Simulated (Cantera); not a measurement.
A perfectly stirred reactor is fed with C2H6 : H2 = 1 : 18 (molar parts), at 14.3 Torr; it is held at 1550 K, and followed from long to short residence time.

Detailed kinetics in Cantera: GRI-Mech 3.0 (53 species, 325 reactions). GRI-Mech 3.0 stops at C3 and has no aromatics, soot or wall deposition, so with more carbon than oxygen in the feed, carbon stays in small species such as C2H2 where larger ones or solid carbon would form. Radical loss at walls, strong at low pressure, is not modelled.

### Question
What does this change do: pressure from 14.3 Torr to 9.00 Torr?

### Answer
| quantity | before | after |
|---|---|---|
| x(C2H6) at τ = 1.80 s | 3.41e-5 | 4.15e-5 |
| x(H2) at τ = 1.80 s | 0.937 | 0.936 |
| x(CH2) at τ = 1.80 s | 1.02e-7 | 1.77e-7 |
| x(C2H4) at τ = 1.80 s | 0.000374 | 0.000376 |
| x(CH3) at τ = 1.80 s | 0.000263 | 0.000363 |
| x(C2H6) at τ = 0.120 s | 0.000306 | 0.000387 |
| x(H2) at τ = 0.120 s | 0.929 | 0.927 |
| x(CH2) at τ = 0.120 s | 4.16e-7 | 6.48e-7 |
| x(C2H4) at τ = 0.120 s | 0.00185 | 0.00209 |
| x(CH3) at τ = 0.120 s | 0.000716 | 0.000967 |

### Question
What does this change do: temperature 1550 to 1025 K?

### Answer
```json
[
 {"quantity": "x(C2H6) at τ = 1.80 s", "before": "3.41e-5", "after": "0.0321"},
 {"quantity": "x(H2) at τ = 1.80 s", "before": "0.937", "after": "0.946"},
 {"quantity": "x(CH2) at τ = 1.80 s", "before": "1.02e-7", "after": "<1e-12"},
 {"quantity": "x(C2H4) at τ = 1.80 s", "before": "0.000374", "after": "0.0176"},
 {"quantity": "x(CH3) at τ = 1.80 s", "before": "0.000263", "after": "8.00e-7"},
 {"quantity": "x(C2H6) at τ = 0.120 s", "before": "0.000306", "after": "0.0516"},
 {"quantity": "x(H2) at τ = 0.120 s", "before": "0.929", "after": "0.947"},
 {"quantity": "x(CH2) at τ = 0.120 s", "before": "4.16e-7", "after": "<1e-12"},
 {"quantity": "x(C2H4) at τ = 0.120 s", "before": "0.00185", "after": "0.000900"},
 {"quantity": "x(CH3) at τ = 0.120 s", "before": "0.000716", "after": "2.44e-7"}
]
```
